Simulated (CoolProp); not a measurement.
The numbers come from the reference Helmholtz-energy equation of state, Lemmon 2006 in CoolProp. It is a short technical equation, of lower accuracy than the large ones.

### Question
Give the vapour pressure (bar), liquid density (kg/m³), enthalpy of vaporisation (kJ/kg), liquid cp (kJ/(kg K)) of saturated carbonyl sulfide at 223.6, 236.4, 249.2 K.

### Answer
```
T (K)  p (bar)  liquid density (kg/m³)  enthalpy of vaporisation (kJ/kg)  liquid cp (kJ/(kg K))
-----  -------  ----------------------  --------------------------------  ---------------------
223.6     1.04                    1170                               309                   1.18
236.4     1.81                    1150                               300                   1.20
249.2     2.96                    1120                               290                   1.22
```
